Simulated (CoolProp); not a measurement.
Vapour-liquid equilibrium of propane (1) + n-butane (2) at 0.183 MPa; x and y are mole fractions of (1).

The numbers come from the multi-fluid Helmholtz-energy mixture model, Lemmon 2009 and Bücker 2006; pair parameters Kunz 2012 in CoolProp.

Task: Give the bubble temperature and the first vapour's composition at x = 0.05, 0.8, 0.875. Is there an azeotrope?

Result: x = 0.05: 285.2 K, y = 0.164; x = 0.8: 250.3 K, y = 0.953; x = 0.875: 248.3 K, y = 0.973. No azeotrope shows between x = 0.05 and 0.95.

Pair parameters are fitted to limited data, so mixtures are less certain than the pure fluids.
